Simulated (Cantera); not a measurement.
## Hydrocarbon pyrolysis for carbon deposition

An isothermal, constant-pressure homogeneous reactor starts with 4.55 % C₂H₆, 95.5 % H₂, at 1400 K and 1.00 atm.

Detailed kinetics in Cantera: GRI-Mech 3.0 (53 species, 325 reactions). GRI-Mech 3.0 stops at C3 and has no aromatics, soot or wall deposition, so with more carbon than oxygen in the feed, carbon stays in small species such as C2H2 where larger ones or solid carbon would form.

```tsv
t (s)	x C₂H₆	x H₂	x H	x CH₂	x C₂H
0.000300	0.0123	0.947	8.98e-5	5.38e-9	6.29e-11
0.000631	0.00380	0.945	6.48e-5	2.02e-9	1.23e-10
0.00133	0.00107	0.944	3.78e-5	6.40e-10	1.34e-10
0.00279	0.000483	0.944	2.53e-5	2.94e-10	1.39e-10
0.00588	0.000364	0.943	2.20e-5	2.28e-10	1.77e-10
0.0124	0.000293	0.943	1.99e-5	1.95e-10	2.28e-10
0.0260	0.000225	0.942	1.75e-5	1.59e-10	2.55e-10
0.0548	0.000180	0.940	1.54e-5	1.35e-10	2.42e-10
0.115	0.000157	0.938	1.37e-5	1.21e-10	2.03e-10
0.242	0.000132	0.934	1.17e-5	1.05e-10	1.49e-10
0.510	9.96e-5	0.928	9.36e-6	8.39e-11	9.25e-11
1.07	6.44e-5	0.921	7.20e-6	6.07e-11	4.71e-11
2.26	3.60e-5	0.916	5.62e-6	4.29e-11	1.99e-11
4.75	2.14e-5	0.913	4.83e-6	3.42e-11	8.79e-12
10.0	1.81e-5	0.912	4.65e-6	3.23e-11	6.55e-12
```
x: mole fraction; the columns are a selection and need not sum to one.

Equilibrium at this temperature and pressure: C₂H₆ 1.80e-5, H₂ 0.912, H 4.65e-6, CH₂ 3.22e-11, C₂H 6.46e-12 (gas phase only).
